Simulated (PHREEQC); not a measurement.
# Polishing slurry liquid (model solution)

A solution holds 36 mmol/kgw HNO3, 0.00026 mmol/kgw H4SiO4 and 13 mmol/kgw KH2PO4, at 25 °C. Closed to the air; pH follows from the charge balance.

The numbers come from PHREEQC with the ion-association model, phreeqc.dat.

Each row changes one thing in this solution. No solid was allowed to form.

```json
[
 {"case": "as made", "pH": "1.64", "ionic strength (mol/kgw)": "0.0394", "H3PO4 (mol/kgw)": "0.00958", "H2PO4- (mol/kgw)": "0.00342", "HPO4-2 (mol/kgw)": "1.58e-8", "KHPO4- (mol/kgw)": "1.95e-10", "SI of Quartz (SiO2)": "-2.60"},
 {"case": "temperature from 25 to 45 °C", "pH": "1.65", "ionic strength (mol/kgw)": "0.0389", "H3PO4 (mol/kgw)": "0.0100", "H2PO4- (mol/kgw)": "0.00295", "HPO4-2 (mol/kgw)": "1.58e-8", "KHPO4- (mol/kgw)": "1.90e-10", "SI of Quartz (SiO2)": "-2.88"},
 {"case": "temperature from 25 to 70 °C", "pH": "1.66", "ionic strength (mol/kgw)": "0.0385", "H3PO4 (mol/kgw)": "0.0105", "H2PO4- (mol/kgw)": "0.00250", "HPO4-2 (mol/kgw)": "1.57e-8", "KHPO4- (mol/kgw)": "1.84e-10", "SI of Quartz (SiO2)": "-3.18"},
 {"case": "KH2PO4 from 0.013 to 0.026 mol/kgw", "pH": "1.79", "ionic strength (mol/kgw)": "0.0448", "H3PO4 (mol/kgw)": "0.0172", "H2PO4- (mol/kgw)": "0.00878", "HPO4-2 (mol/kgw)": "5.90e-8", "KHPO4- (mol/kgw)": "1.41e-9", "SI of Quartz (SiO2)": "-2.60"},
 {"case": "0.0035 mol/kgw KHSO4 added", "pH": "1.62", "ionic strength (mol/kgw)": "0.0458", "H3PO4 (mol/kgw)": "0.00967", "H2PO4- (mol/kgw)": "0.00333", "HPO4-2 (mol/kgw)": "1.52e-8", "KHPO4- (mol/kgw)": "2.27e-10", "SI of Quartz (SiO2)": "-2.60"},
 {"case": "H4SiO4 from 2.6e-07 to 2.34e-07 mol/kgw", "pH": "1.64", "ionic strength (mol/kgw)": "0.0394", "H3PO4 (mol/kgw)": "0.00958", "H2PO4- (mol/kgw)": "0.00342", "HPO4-2 (mol/kgw)": "1.58e-8", "KHPO4- (mol/kgw)": "1.95e-10", "SI of Quartz (SiO2)": "-2.65"},
 {"case": "KH2PO4 from 0.013 to 0.0065 mol/kgw", "pH": "1.57", "ionic strength (mol/kgw)": "0.0375", "H3PO4 (mol/kgw)": "0.00499", "H2PO4- (mol/kgw)": "0.00151", "HPO4-2 (mol/kgw)": "5.88e-9", "KHPO4- (mol/kgw)": "3.68e-11", "SI of Quartz (SiO2)": "-2.60"},
 {"case": "diluted 10-fold with water", "pH": "2.52", "ionic strength (mol/kgw)": "0.00452", "H3PO4 (mol/kgw)": "0.000380", "H2PO4- (mol/kgw)": "0.000920", "HPO4-2 (mol/kgw)": "2.35e-8", "KHPO4- (mol/kgw)": "4.46e-11", "SI of Quartz (SiO2)": "-3.60"}
]
```

Away from 25 °C the constants follow the database's enthalpies or fits; those with neither stay at their 25 °C values.
